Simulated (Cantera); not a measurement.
An isothermal, constant-pressure homogeneous reactor starts with CH₄ : H₂ = 1 : 11 (molar parts), at 1775 K and 100.0 Torr.

Computed with Cantera and GRI-Mech 3.0 (53 species, 325 reactions). GRI-Mech 3.0 stops at C3 and has no aromatics, soot or wall deposition, so with more carbon than oxygen in the feed, carbon stays in small species such as C2H2 where larger ones or solid carbon would form.

x: mole fraction; the columns are a selection and need not sum to one.

```json
[
 {"t (s)": "0.000300", "x CH₄": "0.0831", "x H₂": "0.917", "x C₂H₆": "…", "x C₂H₂": "1.15e-7", "x CH₂": "3.85e-8", "x C₂H₄": "3.27e-6", "x CH₃": "0.000250"},
 {"t (s)": "0.000782", "x CH₄": "0.0825", "x H₂": "0.916", "x C₂H₆": "…", "x C₂H₂": "8.68e-6", "x CH₂": "2.13e-7", "x C₂H₄": "5.04e-5", "x CH₃": "0.000602"},
 {"t (s)": "0.00204", "x CH₄": "0.0808", "x H₂": "0.917", "x C₂H₆": "2.41e-5", "x C₂H₂": "0.000341", "x CH₂": "6.02e-7", "x C₂H₄": "0.000325", "x CH₃": "0.00104"},
 {"t (s)": "0.00531", "x CH₄": "0.0756", "x H₂": "0.920", "x C₂H₆": "2.43e-5", "x C₂H₂": "0.00260", "x CH₂": "6.67e-7", "x C₂H₄": "0.000436", "x CH₃": "0.00106"},
 {"t (s)": "0.0138", "x CH₄": "0.0646", "x H₂": "0.926", "x C₂H₆": "…", "x C₂H₂": "0.00786", "x CH₂": "6.01e-7", "x C₂H₄": "0.000344", "x CH₃": "0.000920"},
 {"t (s)": "0.0361", "x CH₄": "0.0463", "x H₂": "0.936", "x C₂H₆": "…", "x C₂H₂": "0.0165", "x CH₂": "4.76e-7", "x C₂H₄": "0.000226", "x CH₃": "0.000682"},
 {"t (s)": "0.0940", "x CH₄": "0.0260", "x H₂": "0.947", "x C₂H₆": "…", "x C₂H₂": "0.0261", "x CH₂": "3.07e-7", "x C₂H₄": "0.000147", "x CH₃": "0.000400"},
 {"t (s)": "0.245", "x CH₄": "0.0118", "x H₂": "0.954", "x C₂H₆": "…", "x C₂H₂": "0.0328", "x CH₂": "1.57e-7", "x C₂H₄": "0.000127", "x CH₃": "0.000188"},
 {"t (s)": "0.638", "x CH₄": "0.00489", "x H₂": "0.958", "x C₂H₆": "…", "x C₂H₂": "0.0360", "x CH₂": "6.95e-8", "x C₂H₄": "0.000129", "x CH₃": "7.95e-5"},
 {"t (s)": "1.66", "x CH₄": "0.00230", "x H₂": "0.960", "x C₂H₆": "…", "x C₂H₂": "0.0372", "x CH₂": "3.37e-8", "x C₂H₄": "0.000132", "x CH₃": "3.78e-5"},
 {"t (s)": "4.34", "x CH₄": "0.00172", "x H₂": "0.960", "x C₂H₆": "2.56e-8", "x C₂H₂": "0.0375", "x CH₂": "2.54e-8", "x C₂H₄": "0.000133", "x CH₃": "2.82e-5"},
 {"t (s)": "11.3", "x CH₄": "0.00169", "x H₂": "0.960", "x C₂H₆": "2.51e-8", "x C₂H₂": "0.0375", "x CH₂": "2.50e-8", "x C₂H₄": "0.000133", "x CH₃": "2.78e-5"},
 {"t (s)": "29.4", "x CH₄": "0.00169", "x H₂": "0.960", "x C₂H₆": "2.51e-8", "x C₂H₂": "0.0375", "x CH₂": "2.50e-8", "x C₂H₄": "0.000133", "x CH₃": "2.78e-5"},
 {"t (s)": "76.7", "x CH₄": "0.00169", "x H₂": "0.960", "x C₂H₆": "2.51e-8", "x C₂H₂": "0.0375", "x CH₂": "2.50e-8", "x C₂H₄": "0.000133", "x CH₃": "2.78e-5"},
 {"t (s)": "200", "x CH₄": "0.00169", "x H₂": "0.960", "x C₂H₆": "2.51e-8", "x C₂H₂": "0.0375", "x CH₂": "2.50e-8", "x C₂H₄": "0.000133", "x CH₃": "2.78e-5"}
]
```

Q: What belongs in the gaps?

A: 
- 0.000300, x C₂H₆: 1.42e-6
- 0.000782, x C₂H₆: 9.28e-6
- 0.0138, x C₂H₆: 1.81e-5
- 0.0361, x C₂H₆: 9.76e-6
- 0.0940, x C₂H₆: 3.28e-6
- 0.245, x C₂H₆: 7.15e-7
- 0.638, x C₂H₆: 1.34e-7
- 1.66, x C₂H₆: 3.78e-8
